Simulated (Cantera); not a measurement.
**Thermodynamics of halide evaporation, hydrolysis and transport, feed CuF2 + HF + H2**

Input: 1 mol CuF2, 3.2 mol HF, a varied amount of H2, equilibrated at 4200 Pa.

Equilibrium computed with Cantera from the NASA thermochemical tables; the gas is ideal and each condensed phase is pure. Candidate condensed phases: Cu, CuF2; 15 gas species. Rates play no part.

Stable condensed phases:

```
T in K \ n(H2) in mol
         1.8 2.9 4.7 7.5  12  19  30  48  77 120 200 310
   2150    A   A   A   A   A   A   A   A   A   A   A   A
   2075    A   A   A   A   A   A   A   A   A   A   A   A
   2000    B   B   A   A   A   A   A   A   A   A   A   A
   1925    B   B   B   B   B   A   A   A   A   A   A   A
   1850    B   B   B   B   B   B   B   A   A   A   A   A
   1775    B   B   B   B   B   B   B   B   B   A   A   A
   1700    B   B   B   B   B   B   B   B   B   B   B   A
   1625    B   B   B   B   B   B   B   B   B   B   B   B
   1550    B   B   B   B   B   B   B   B   B   B   B   B
   1475    B   B   B   B   B   B   B   B   B   B   B   B
   1400    B   B   B   B   B   B   B   B   B   B   B   B
   1325    B   B   B   B   B   B   B   B   B   B   B   B
   1250    B   B   B   B   B   B   B   B   B   B   B   B
   1175    B   B   B   B   B   B   B   B   B   B   B   B
```

A: gas only; B: Cu.
